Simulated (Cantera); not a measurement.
Stirred combustor or abatement burner

A perfectly stirred reactor is fed with 12.7 % CH₄, 14.0 % O₂, 73.4 % N₂, equivalence ratio 1.8, at 1.48 atm; it is adiabatic with a 750 K inlet, and is followed from long to short residence time, starting on the burning branch (τ in s: 0.36, 0.17, 0.076, 0.035, 0.016, 0.0074, 0.0034, 0.0016, 0.00073, 0.00033, 0.00015, 7.1e-05).

Detailed kinetics in Cantera: GRI-Mech 3.0 (53 species, 325 reactions).

```
τ (s)    T (K)    x CH₄      x O₂   x H₂O₂     x OH     x NO      x O    x C₂H
-------  -----  -------  --------  -------  -------  -------  -------  -------
0.36      1833  0.00406  0.000145  1.30e-9  1.32e-5  4.60e-6  6.42e-8  4.64e-8
0.17      1838  0.00510  0.000273  2.55e-9  1.62e-5  4.13e-6  1.19e-7  7.72e-8
0.076     1843  0.00627  0.000529  5.20e-9  2.05e-5  3.66e-6  2.36e-7  1.23e-7
0.035     1845  0.00742  0.000975  1.03e-8  2.59e-5  3.21e-6  4.66e-7  1.78e-7
0.016     1843  0.00866   0.00178  2.03e-8  3.29e-5  2.72e-6  9.40e-7  2.40e-7
0.0074    1833   0.0101   0.00320  4.04e-8  4.10e-5  2.15e-6  1.89e-6  2.95e-7
0.0034    1809   0.0122   0.00601  8.48e-8  4.84e-5  1.43e-6  3.83e-6  3.14e-7
0.0016    1746   0.0172    0.0134  2.12e-7  4.71e-5  5.32e-7  7.48e-6  2.13e-7
0.00073    750    0.127     0.140   <1e-12   <1e-12   <1e-12   <1e-12   <1e-12
0.00033    750    0.127     0.140   <1e-12   <1e-12   <1e-12   <1e-12   <1e-12
0.00015    750    0.127     0.140   <1e-12   <1e-12   <1e-12   <1e-12   <1e-12
7.1e-5     750    0.127     0.140   <1e-12   <1e-12   <1e-12   <1e-12   <1e-12
```
x: mole fraction; the columns are a selection and need not sum to one.
